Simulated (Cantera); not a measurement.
A Cantera script and its output.

```python
import numpy as np
import cantera as ct

gas = ct.Solution("gri30.yaml")
gas.TPX = 1125, 101325, {'CH3OH': 1, 'O2': 1, 'N2': 3.76}
reactor = ct.IdealGasConstPressureReactor(gas, energy="on", clone=False)
net = ct.ReactorNet([reactor])
net.rtol, net.atol = 1e-08, 1e-16
show = ['CH3OH', 'O2', 'CH2CO', 'CO2', 'H2', 'OH', 'O']
times = np.geomspace(2e-06, 2, 11)

steps = ct.SolutionArray(gas, extra=["t"])
rows = []
print(f"{'t/s':>10s}{'T/K':>9s}{'P/Pa':>11s}" + "".join(f"{s:>11s}" for s in show))
for t in times:
    while net.time < t:
        t_next = net.step()
        steps.append(gas.state, t=t_next)
    rows.append([np.interp(t, steps.t, y) for y in (steps.T, steps.P, *steps(*show).X.T)])
    print(f"{t:10.3e}{rows[-1][0]:9.1f}{rows[-1][1]:11.4g}" + "".join(f"{x:11.3e}" for x in rows[-1][2:]))
rate = np.gradient(steps.T, steps.t)
print("integrator steps:", len(steps.t))
if steps.T.max() > steps.T[0] + 200:
    print(f"time of steepest temperature rise: {steps.t[rate.argmax()]:.4e} s")
gas.TPX = 1125, 101325, {'CH3OH': 1, 'O2': 1, 'N2': 3.76}
gas.equilibrate("HP")
print(f"equilibrium (HP): T = {gas.T:.1f} K  " + "  ".join(f"{s} {gas[s].X[0]:.3e}" for s in show))
```

Output:

```
       t/s      T/K       P/Pa      CH3OH         O2      CH2CO        CO2         H2         OH          O
 2.000e-06   1125.0  1.013e+05  1.736e-01  1.736e-01  6.426e-21  1.367e-10  9.884e-10  4.622e-11  4.682e-12
 7.962e-06   1125.0  1.013e+05  1.736e-01  1.736e-01  1.044e-19  5.620e-10  4.873e-09  4.641e-11  4.773e-12
 3.170e-05   1125.0  1.013e+05  1.736e-01  1.736e-01  1.665e-18  2.255e-09  2.098e-08  4.672e-11  4.887e-12
 1.262e-04   1125.0  1.013e+05  1.736e-01  1.736e-01  2.642e-17  8.995e-09  8.844e-08  4.701e-11  4.981e-12
 5.024e-04   1125.0  1.013e+05  1.736e-01  1.736e-01  4.204e-16  3.583e-08  3.635e-07  4.753e-11  5.018e-12
 2.000e-03   1125.0  1.013e+05  1.736e-01  1.736e-01  6.764e-15  1.427e-07  1.552e-06  6.079e-11  5.293e-12
 7.962e-03   1125.0  1.013e+05  1.736e-01  1.736e-01  1.195e-13  5.700e-07  1.099e-05  3.194e-10  9.042e-12
 3.170e-02   1165.4  1.013e+05  1.547e-01  1.625e-01  1.884e-10  6.995e-05  5.734e-03  8.856e-07  1.136e-08
 1.262e-01   2516.9  1.013e+05  4.948e-15  6.339e-04  9.155e-16  5.650e-02  5.867e-02  5.402e-03  3.961e-04
 5.024e-01   2516.9  1.013e+05  4.948e-15  6.339e-04  9.155e-16  5.650e-02  5.867e-02  5.402e-03  3.961e-04
 2.000e+00   2516.9  1.013e+05  4.948e-15  6.339e-04  9.155e-16  5.650e-02  5.867e-02  5.402e-03  3.961e-04
integrator steps: 2338
time of steepest temperature rise: 3.2487e-02 s
equilibrium (HP): T = 2516.9 K  CH3OH 5.074e-15  O2 6.339e-04  CH2CO 1.001e-15  CO2 5.650e-02  H2 5.867e-02  OH 5.402e-03  O 3.961e-04
```

Model: GRI-Mech 3.0 (53 species, 325 reactions), integrated in Cantera. GRI-Mech 3.0 was tuned for natural gas; its chemistry of methanol as a main component is partial and can be far from experiment.
